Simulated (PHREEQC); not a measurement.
Make-up at 25 °C: 0.019 mol/kgw CuSO4 and 0.23 mol/kgw Na2SO4. Closed to the air; pH follows from the charge balance.

Computed with PHREEQC (ion-association model, wateq4f.dat).

Each row changes one thing in this solution. Precipitation was switched off in this run.

| case | pH | ionic strength (mol/kgw) | Na+ (mol/kgw) | SO4-2 (mol/kgw) | NaSO4- (mol/kgw) | CuSO4 (mol/kgw) | SI of Tenorite (CuO) | SI of Cu(OH)2 (Cu(OH)2) |
|---|---|---|---|---|---|---|---|---|
| as made | 5.23 | 0.588 | 0.393 | 0.171 | 0.0670 | 0.0111 | +0.11 | -0.91 |
| 0.03 mol/kgw CO2 added | 4.08 | 0.588 | 0.393 | 0.171 | 0.0670 | 0.0109 | -2.19 | -3.22 |
| temperature from 25 to 15 °C | 5.32 | 0.592 | 0.395 | 0.173 | 0.0651 | 0.0109 | -0.09 | -1.11 |
| diluted 5-fold with water | 5.41 | 0.133 | 0.0859 | 0.0418 | 0.00605 | 0.00192 | +0.03 | -0.99 |
| Na2SO4 replaced by NaNO3 at the same molality | 4.78 | 0.287 | 0.226 | 0.0125 | 0.00363 | 0.00288 | -0.39 | -1.42 |

Complexes and solids missing from the database can't appear. Some of these states are supersaturated (in Antlerite, Brochantite, for instance).
